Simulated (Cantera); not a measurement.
Input: 1 mol FeS₂, 270 mol H₂, at 51.0 mbar.

Cantera equilibrium calculation (NASA polynomials, part measured and part estimated; ideal gas, pure solids and liquids). Candidate condensed phases: Fe, FeS, FeS₂, S; 8 gas species. Metal and sulfide melt together well below either melting point, which pure phases cannot show. Mutual solubility and eutectic melting of coexisting phases are not modelled. FeS: taken at fixed stoichiometry. Equilibrium is a limit: real reactors are often held back by kinetics, nucleation or transport.

log p: log10 of the partial pressure in bar; n: condensed amount in mol.

| T (K) | log p H₂ | log p H₂S | log p SH | log p S₂ | log p H | n FeS(s) | n Fe(γ) |
|---|---|---|---|---|---|---|---|
| 998 | -1.29 | -3.72 | -8.31 | -9.14 | -9.31 | 1.00 | 0 |
| 1048 | -1.29 | -3.72 | (withheld) | (withheld) | (withheld) | 1.00 | 0 |
| 1098 | -1.29 | -3.72 | -7.53 | -8.29 | -8.25 | 1.00 | 0 |
| 1148 | -1.29 | -3.72 | -7.19 | -7.91 | -7.79 | 1.00 | 0 |
| 1198 | -1.29 | (withheld) | (withheld) | (withheld) | (withheld) | (withheld) | (withheld) |
| 1248 | -1.29 | -3.56 | -6.42 | -6.92 | -6.98 | 0.524 | 0.476 |
| 1298 | -1.30 | -3.45 | -6.04 | -6.41 | -6.62 | 0.105 | 0.895 |
| 1348 | -1.30 | -3.43 | -5.78 | -6.09 | -6.28 | 0 | 1.000 |

Fill in the missing entries.


- 1198, log p H₂S: -3.67
- 1198, log p SH: -6.82
- 1198, log p S₂: -7.47
- 1198, log p H: -7.37
- 1198, n FeS(s): 0.875
- 1198, n Fe(γ): 0.125
- 1048, log p SH: -7.90
- 1048, log p S₂: -8.70
- 1048, log p H: -8.76
